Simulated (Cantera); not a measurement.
Feed: 1 mol Si, 1.4 mol Cl2, 13 mol H2, held at 3.50 bar.

Cantera equilibrium calculation (NASA polynomials, part measured and part estimated; ideal gas, pure solids and liquids). Candidate condensed phases: Si; 19 gas species. Rates play no part.

Q: What share of the Si ends up in condensed phases as a function of T (°C), at 375, 450, 525, 600, 675, 750, 825, 900, 975, 1050, 1125, 1200, 1275, 1350?

A: 
```tsv
T (°C)	Si condensed (%)	as
375	17.3	Si(s)
450	17.4	Si(s)
525	17.7	Si(s)
600	18.2	Si(s)
675	19.0	Si(s)
750	20.4	Si(s)
825	22.3	Si(s)
900	24.9	Si(s)
975	27.8	Si(s)
1050	30.7	Si(s)
1125	33.0	Si(s)
1200	34.3	Si(s)
1275	34.6	Si(s)
1350	34.2	Si(s)
```
